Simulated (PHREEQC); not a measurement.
# Arsenic or selenium liquor: speciation

A solution holds 0.0064 mol/kgw H2SeO4 and 0.021 mol/kgw HCl, at 25 °C. Closed to the air; pH follows from the charge balance.

Computed with PHREEQC (ion-association model, wateq4f.dat).

```json
{
 "pH": "1.57",
 "ionic_strength": "0.0348 mol/kgw",
 "total_alkalinity": "-33.8 meq/kg"
}
```

```json
[
 {"species": "H+", "molality": "0.0311", "activity": "0.0270", "log γ": "-0.061"},
 {"species": "Cl-", "molality": "0.0210", "activity": "0.0176", "log γ": "-0.078"},
 {"species": "SeO4-2", "molality": "0.00369", "activity": "0.00185", "log γ": "-0.299"},
 {"species": "HSeO4-", "molality": "0.00271", "activity": "0.00228", "log γ": "-0.075"}
]
```

This is a speciation only: nothing precipitates in the calculation. Species that the database lacks are ignored.
